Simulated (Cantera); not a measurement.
An isothermal, constant-pressure homogeneous reactor starts with 0.596 % H2, 99.4 % O2, equivalence ratio 0.0030, at 1400 K and 0.0280 bar.

Detailed kinetics in Cantera: the H2/O2 subset of GRI-Mech 3.0, which has no nitrogen chemistry. Radical loss at walls, strong at low pressure, is not modelled.

One state of this run: x H2 = 0.000540; x O2 = 0.989; x H2O = 0.00464; x H2O2 = 2.72e-8; x H = 0.000163; x OH = 0.00140. x: mole fraction; the columns are a selection and need not sum to one.

### Question
Which value of t (s) does it belong to?
A. 0.00126
B. 0.000166
C. 0.00349
D. 6.00e-5

### Answer
C, 0.00349
